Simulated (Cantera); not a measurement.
An adiabatic, constant-pressure homogeneous reactor starts with CH₄ : C₂H₆ : O₂ : N₂ : CO₂ = 1 : 0.053 : 1.82 : 17.1 : 2.4 (molar parts), equivalence ratio 1.2, at 1775 K and 5.00 bar. Integrator tolerance rtol = 1e-08.

Cantera simulation using GRI-Mech 3.0 (53 species, 325 reactions); the numbers are that mechanism's predictions, not measurements.

### Question
What does this change do: N2 17.1 to 6.5 parts?

### Answer
```tsv
quantity	before	after
time of steepest temperature rise	43.0 µs	23.9 µs
temperature at 0.400 s	2447 K	2714 K
equilibrium temperature	2447 K	2714 K
x(CH₄) at 0.400 s	<1e-12 (gas-phase equilibrium <1e-12)	<1e-12 (gas-phase equilibrium <1e-12)
x(C₂H₆) at 0.400 s	<1e-12 (gas-phase equilibrium <1e-12)	<1e-12 (gas-phase equilibrium <1e-12)
x(O₂) at 0.400 s	0.00185 (gas-phase equilibrium 0.00185)	0.0119 (gas-phase equilibrium 0.0119)
x(CH₃) at 0.400 s	<1e-12 (gas-phase equilibrium <1e-12)	<1e-12 (gas-phase equilibrium <1e-12)
x(HCN) at 0.400 s	9.74e-10 (gas-phase equilibrium 9.74e-10)	4.03e-9 (gas-phase equilibrium 4.03e-9)
```

### Question
What does this change do: pressure from 5.00 bar to 19.0 bar?

### Answer
```
quantity                                                              before                                      after
---------------------------------  -----------------------------------------  -----------------------------------------
time of steepest temperature rise                                    43.0 µs                                    19.2 µs
temperature at 0.400 s                                                2447 K                                     2475 K
equilibrium temperature                                               2447 K                                     2475 K
x(CH₄) at 0.400 s                      <1e-12 (gas-phase equilibrium <1e-12)      <1e-12 (gas-phase equilibrium <1e-12)
x(C₂H₆) at 0.400 s                     <1e-12 (gas-phase equilibrium <1e-12)      <1e-12 (gas-phase equilibrium <1e-12)
x(O₂) at 0.400 s                     0.00185 (gas-phase equilibrium 0.00185)  0.000811 (gas-phase equilibrium 0.000811)
x(CH₃) at 0.400 s                      <1e-12 (gas-phase equilibrium <1e-12)      <1e-12 (gas-phase equilibrium <1e-12)
x(HCN) at 0.400 s                  9.74e-10 (gas-phase equilibrium 9.74e-10)    2.89e-9 (gas-phase equilibrium 2.89e-9)
```
The pressure lies above the range GRI-Mech 3.0 was tuned for (to about 10 atm).
